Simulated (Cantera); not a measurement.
What does this Cantera script print?

```python
import numpy as np
import cantera as ct

gas_names = """
    CL CLO CL2 Fe FeCL FeCL2 FeCL3 FeO Fe(OH)2 Fe2CL4 Fe2CL6 H HCL HNO HNO2 HNO3 HOCL HO2 H2 H2O H2O2 N
    NH NH2 NH3 NH2OH NO NO2 NO3 N2 N2H2 N2H4 N2O O OH O2 O3
""".split()
cond_names = """
    Fe(a) Fe(c) Fe(d) Fe(L) FeCL2(s) FeCL2(L) FeCL3(s) FeCL3(L) FeO(s) FeO(L) Fe(OH)2(s) Fe(OH)3(s)
    Fe2O3(s) Fe3O4(s) H2O(s) H2O(L) NH4CL(a) NH4CL(b)
""".split()


def load(file, names, dense=False):
    # The tables refer to 1 bar. Condensed volumes are neglected.
    table = {s.name: s for s in ct.Species.list_from_file(file)}
    out = []
    for n in names:
        d = dict(table[n].input_data)
        d["thermo"] = dict(d["thermo"], **{"reference-pressure": 1e5})
        if dense:
            d["equation-of-state"] = {"model": "constant-volume", "density": "1e6 g/cm^3"}
        out.append(ct.Species.from_dict(d))
    return out


gas = ct.Solution(thermo="ideal-gas", species=load("nasa_gas.yaml", gas_names))
cond = {s.name: ct.Solution(thermo="fixed-stoichiometry", species=[s], name=s.name)
        for s in load("nasa_condensed.yaml", cond_names, dense=True)}
atoms = {
    'FeCl2': {'Fe': 1, 'CL': 2},
    'H2O': {'H': 2, 'O': 1},
    'N2': {'N': 2},
    'O2': {'O': 2},
}
top_T = {'Fe2O3(s)': 1830, 'Fe3O4(s)': 1870}  # K; cautious upper limits of use, not melting points


def equilibrate(T, P, feed):
    n = {}
    for name, mol in feed.items():
        for a, k in atoms[name].items():
            n[a] = n.get(a, 0.0) + k * mol
    gas.TPX = T, P, n
    mass = sum(n.values()) * gas.mean_molecular_weight
    gas.equilibrate("TP")
    valid = [c for c in cond.values() if c.min_temp <= T <= top_T.get(c.name, c.max_temp)]
    mix = ct.Mixture([(gas, mass / gas.mean_molecular_weight)] + [(c, 0.0) for c in valid])
    mix.T, mix.P = T, P
    mix.equilibrate("TP", solver="vcs", rtol=1e-11, max_steps=5000)
    return mix


results = []
feed = {'FeCl2': 1, 'H2O': 0.31, 'N2': 49, 'O2': 2.5}  # mol
T = 975  # K
P = 2  # Pa
mix = equilibrate(T, P, feed)
results.append((T, P, feed, dict(zip(mix.species_names, mix.species_moles))))
print(gas.report(threshold=0.001))
for i in range(1, mix.n_phases):
    print(f"{mix.phase(i).name:16s} {mix.phase_moles(i):12.5e} mol")
```

Result:

```
       temperature   975 K
          pressure   2 Pa
           density   7.1244e-06 kg/m^3
  mean mol. weight   28.877 kg/kmol
   phase of matter   gas

                          1 kg             1 kmol
                     ---------------   ---------------
          enthalpy        6.9147e+05        1.9968e+07  J
   internal energy        4.1074e+05        1.1861e+07  J
           entropy             11114        3.2095e+05  J/K
    Gibbs function       -1.0145e+07       -2.9296e+08  J
 heat capacity c_p            1131.9             32686  J/K
 heat capacity c_v            843.99             24372  J/K

                      mass frac. Y      mole frac. X     chem. pot. / RT
                     ---------------   ---------------   ---------------
                CL         0.0065849          0.005364           -22.278
               CL2          0.020154         0.0082088           -44.556
             FeCL2         0.0080531         0.0018348           -74.041
               HCL          0.014914          0.011813           -50.859
                N2           0.90661           0.93455           -35.684
                O2          0.042019          0.037921           -40.589
     [  +31 minor]         0.0016644         0.0003108

Fe(a)             0.00000e+00 mol
FeCL2(L)          0.00000e+00 mol
FeCL3(L)          0.00000e+00 mol
FeO(s)            0.00000e+00 mol
Fe(OH)2(s)        0.00000e+00 mol
Fe(OH)3(s)        0.00000e+00 mol
Fe2O3(s)          4.44204e-01 mol
Fe3O4(s)          0.00000e+00 mol
```

Cantera equilibrium calculation (NASA polynomials, part measured and part estimated; ideal gas, pure solids and liquids).
